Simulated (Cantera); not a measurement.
Gas mixture: C2H4 : C2H2 : NH3 : H2O = 0.21 : 0.86 : 0.61 : 0.14 (molar parts), at 2.33 Torr, frozen composition.

Cantera's kinetic-theory transport with the Lennard-Jones parameters of GRI-Mech 3.0, ideal gas; thermal conductivity in the mixture-averaged form. Polar gases are described roughly by these parameters. The composition is frozen, though it would react at the higher temperatures.

D: mixture-averaged diffusion coefficient of that species in the mixture.

```
T (K)  ρ (kg/m³)  cp (J/kg/K)  μ (µPa s)  λ (mW/m/K)     Pr  D (cm²/s) CH3  D (cm²/s) H2O  D (cm²/s) NO
-----  ---------  -----------  ---------  ----------  -----  -------------  -------------  ------------
400      0.00211         2007       13.7        38.2  0.720            109            103           101
600      0.00141            ?          ?           ?  0.724              ?              ?             ?
800      0.00105         2642       25.0        91.6  0.721            375            395           343
1000    0.000844         2875       29.8         119  0.721            551            597           502
1200    0.000703         3066       34.2         146  0.720            751            829           684
1400    0.000603         3224          ?           ?  0.719              ?              ?             ?
1600    0.000527         3355       42.2         197  0.718           1220           1380          1110
1800    0.000469         3462       45.9         222  0.716           1490           1690          1350
```

Problem. Complete the blanks.

Solution. 
- 600, cp (J/kg/K): 2370
- 600, μ (µPa s): 19.7
- 600, λ (mW/m/K): 64.5
- 600, D (cm²/s) CH3: 226
- 600, D (cm²/s) H2O: 229
- 600, D (cm²/s) NO: 209
- 1400, μ (µPa s): 38.3
- 1400, λ (mW/m/K): 172
- 1400, D (cm²/s) CH3: 975
- 1400, D (cm²/s) H2O: 1090
- 1400, D (cm²/s) NO: 886
